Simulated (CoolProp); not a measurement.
Values from CoolProp's reference Helmholtz-energy equation of state, Lemmon 2006. It is a short technical equation, of lower accuracy than the large ones.

Task: For CH3F (R41), give the phase and the Z, isothermal compressibility (1/MPa), fugacity coefficient at 273.6 K and 7.38 MPa.

Result: 
- 273.6 K and 7.38 MPa: liquid; Z 0.157, isothermal compressibility 0.00606, fugacity coefficient 0.245
